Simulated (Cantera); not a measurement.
Charge: 1 mol CO, 0.29 mol NH3, 0.21 mol N2, equilibrated at 13500 Torr.

Equilibrium computed with Cantera from the NASA thermochemical tables; the gas is ideal and each condensed phase is pure. Candidate condensed phases: C, C6H6, C7H8, C8H18, H2O; 136 gas species. Equilibrium is a limit: real reactors are often held back by kinetics, nucleation or transport.

Problem. At 1427 °C, list the 5 most abundant gas species with their mole fractions, and the condensed phases.

Solution. CO 0.558, H2 0.240, N2 0.199, H2O 0.00118, CH4 0.00112. Condensed: gas only.
